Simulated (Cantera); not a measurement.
An isothermal, constant-pressure homogeneous reactor starts with CH₃OH : O₂ : N₂ = 0.0046 : 0.041 : 1 (molar parts), equivalence ratio 0.17, at 1600 K and 540000 Pa.

Model: GRI-Mech 3.0 (53 species, 325 reactions), integrated in Cantera. GRI-Mech 3.0 was tuned for natural gas; its chemistry of methanol as a main component is partial and can be far from experiment.

**Question.** Predict: x(O₂) at 100 s; x(NO) at 100 s; x(OH) at 100 s; x(NO₂) at 100 s.

**Answer.** 
- x(O₂) at 100 s = 0.0325 (gas-phase equilibrium 0.0321)
- x(NO) at 100 s = 7.18e-5 (gas-phase equilibrium 0.000837)
- x(OH) at 100 s = 2.16e-5 (gas-phase equilibrium 2.16e-5)
- x(NO₂) at 100 s = 2.63e-7 (gas-phase equilibrium 3.05e-6)
